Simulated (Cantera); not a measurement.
An adiabatic, constant-volume homogeneous reactor starts with CH₄ : H₂ : O₂ : N₂ = 1 : 0.086 : 4.75 : 17.9 (molar parts), at 1325 K and 1.68 atm.

Model: GRI-Mech 3.0 (53 species, 325 reactions), integrated in Cantera.

One state of this run: T (K) = 2390; P (bar) = 3.07; x CH₄ = <1e-12; x H₂ = 0.000505; x O₂ = 0.106; x C₂H₄ = <1e-12; x H₂O = 0.0842; x HCO = 1.44e-10. x: mole fraction; the columns are a selection and need not sum to one.

Question: Which value of t (s) does it belong to?
A. 0.000235
B. 0.0911
C. 6.59e-6
D. 2.00e-6

Answer: B, 0.0911
